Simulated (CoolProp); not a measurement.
Vapour-liquid equilibrium of R114 (1) + R113 (2) at 379.1 K; x and y are mole fractions of (1).

Computed with CoolProp (multi-fluid Helmholtz-energy mixture model, Platzer 1990 and Marx 1992; pair parameters Bell 2016). This equation is an older, rougher fit; its heat capacities, sound speeds and derivatives of the liquid may be far off and weren't checked against measurements.

```csv
x,"bubble pressure, mixture model (MPa)","bubble pressure, Raoult's law (MPa)","y, mixture model","y, Raoult's law"
0.05,0.5489,0.5557,0.120,0.144
0.125,0.6222,0.6379,(withheld),0.313
0.2,0.6973,0.7201,0.390,0.443
0.275,0.7737,0.8022,0.490,0.547
0.35,0.8515,0.8844,(withheld),0.632
0.425,0.9304,0.9666,0.646,0.702
0.5,(withheld),1.049,(withheld),0.761
0.575,1.092,1.131,0.763,0.812
0.65,1.175,1.213,0.812,0.855
0.725,1.260,1.295,0.857,0.894
0.8,1.347,1.377,0.899,0.927
0.875,1.437,1.460,0.938,0.957
0.95,(withheld),1.542,0.975,0.984
```

Task: Complete the blanks.

Result: 
- 0.125, y, mixture model: 0.270
- 0.35, y, mixture model: 0.574
- 0.5, bubble pressure, mixture model (MPa): 1.011
- 0.5, y, mixture model: 0.708
- 0.95, bubble pressure, mixture model (MPa): 1.531

The largest gap from Raoult's law is -3.7 % in bubble pressure, at x = 0.425. No azeotrope shows between x = 0.05 and 0.95.

The pair parameters rest on a limited set of measurements; away from them the model extrapolates.
